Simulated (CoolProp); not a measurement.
The numbers come from the reference Helmholtz-energy equation of state, Span 1996 in CoolProp.

Problem. For carbon dioxide, give the phase and the cv (kJ/(kg K)), speed of sound (m/s), viscosity (µPa s) at 82.35 °C and 8.31 bar.

Solution. 
- 82.35 °C and 8.31 bar: gas; cv 0.721, speed of sound 288, viscosity 17.7

Viscosity comes from a separate model (Laesecke 2017).
